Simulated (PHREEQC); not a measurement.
PHREEQC input (ion-association model, phreeqc.dat):

```
SOLUTION 1
  temp 25
  units mol/kgw
  pH 7 charge
  Cl 0.072
  Ca 0.029
  Na 0.014
END
SELECTED_OUTPUT 1
  -reset false
  -pH true
  -pe true
  -ionic_strength true
  -water true
  -totals Ca Cl Na Oxg
  -molalities H+ Ca+2 Na+ Cl- OH- CaOH+ NaOH
  -saturation_indices Halite
USER_PUNCH 1
  -headings p_Oxg(g) phi_Oxg(g) p_H2O(g) phi_H2O(g) density
  10 PUNCH PR_P("Oxg(g)"), PR_PHI("Oxg(g)"), PR_P("H2O(g)"), PR_PHI("H2O(g)"), RHO
PRINT
  -reset false
USE solution 1
REACTION_TEMPERATURE 1
  80
GAS_PHASE 1
  -fixed_pressure
  -pressure 2
  -temperature 80
  -volume 20
  Oxg(g) 2
  H2O(g) 0
END
# ... the last block is repeated for the other 12 points of P (atm)
```

Selected output (columns that matter, 13 of 13 rows; P (atm) added in front):

```
P (atm)	pH	mu	Ca	Cl	Na	Oxg	m_H+	m_Ca+2	si_Halite	p_Oxg(g)	phi_Oxg(g)	p_H2O(g)	phi_H2O(g)	density
2	6.2733	0.10178	0.029223	0.072554	0.014108	0.001172	6.5932e-07	0.029223	-4.8448	1.5303	0.99971	0.46967	0.98582	0.97505
5	6.2729	0.10167	0.029192	0.072477	0.014093	0.003446	6.5998e-07	0.029192	-4.8459	4.522	0.99815	0.47798	0.97049	0.97518
10	6.272	0.10166	0.029188	0.072468	0.014091	0.0071889	6.6119e-07	0.029188	-4.8466	9.5081	0.99602	0.49193	0.94595	0.9754
20	6.2704	0.10168	0.029195	0.072485	0.014094	0.014503	6.6363e-07	0.029195	-4.8476	19.479	0.99207	0.52079	0.89914	0.97586
30	6.2687	0.10172	0.029206	0.072511	0.014099	0.021595	6.6611e-07	0.029206	-4.8484	29.449	0.98834	0.55106	0.85508	0.97631
40	6.2671	0.10176	0.029218	0.07254	0.014105	0.028476	6.686e-07	0.029218	-4.8493	39.417	0.98482	0.58279	0.81361	0.97676
50	6.2654	0.1018	0.02923	0.072572	0.014111	0.035154	6.7111e-07	0.02923	-4.85	49.384	0.98148	0.61601	0.77456	0.97721
75	6.2612	0.10192	0.029265	0.072657	0.014128	0.051014	6.7748e-07	0.029265	-4.8519	74.294	0.97396	0.70573	0.68674	0.97833
100	6.2569	0.10206	0.029303	0.072752	0.014146	0.065781	6.8396e-07	0.029303	-4.8535	99.195	0.96755	0.80523	0.61135	0.97944
150	6.2484	0.10236	0.02939	0.072967	0.014188	0.092463	6.9728e-07	0.02939	-4.8564	148.97	0.9579	1.0341	0.49113	0.98164
200	6.2397	0.1027	0.029488	0.073213	0.014236	0.11595	7.1107e-07	0.029488	-4.8588	198.7	0.95212	1.3023	0.40229	0.98382
300	6.222	0.10349	0.029713	0.073771	0.014344	0.15554	7.4004e-07	0.029713	-4.8622	298.05	0.95065	1.9474	0.2862	0.9881
400	6.2039	0.10434	0.029959	0.074381	0.014463	0.18787	7.7085e-07	0.029959	-4.8643	397.29	0.96036	2.713	0.21846	0.99228
```

At this temperature some constants are extrapolated from 25 °C, and those without enthalpy data are left unchanged.
